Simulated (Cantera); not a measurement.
Charge: 1 mol Ti, 7.3 mol H2O, 230 mol H2, 2 mol C3H8, at 1923.15 K and 0.130 bar.

These are equilibrium values from Cantera (NASA tables, ideal gas, pure condensed phases), not measurements of a reactor. Candidate condensed phases: C, C6H6, C7H8, C8H18, H2O, Ti, TiC, TiO, TiO2, Ti2O3, Ti3O5, Ti4O7; 113 gas species. Mutual solubility and eutectic melting of coexisting phases are not modelled. TiO: taken at fixed stoichiometry. The numbers say what is thermodynamically allowed, not how fast it happens.

Base state: H2 0.973, CO 0.0238, H 0.00258, H2O 0.000190 (mole fractions); condensed: TiO(s) + Ti2O3(s).

Question: What changes in the equilibrium state with this change: C3H8 from 2 to 0.064 mol?

Answer: 
```tsv
species	before	after
H2	0.973	0.974
H2O	0.000190	0.0228
H	0.00258	0.00258
CO	0.0238	0.000802
TiO(s), mol	0.496	0
Ti2O3(s), mol	0.252	0
Ti3O5(s), mol	0	0.333
```

Question: What changes in the equilibrium state with this change: C3H8 from 2 to 0.72 mol?

Answer: 
| species | before | after |
|---|---|---|
| H2 | 0.973 | 0.974 |
| H2O | 0.000190 | 0.0143 |
| CO | 0.0238 | 0.00887 |
| CO2 | 1.08e-6 | 3.03e-5 |
| H | 0.00258 | 0.00258 |
| TiO(s), mol | 0.496 | 0 |
| Ti2O3(s), mol | 0.252 | 0 |
| Ti3O5(s), mol | 0 | 0.333 |
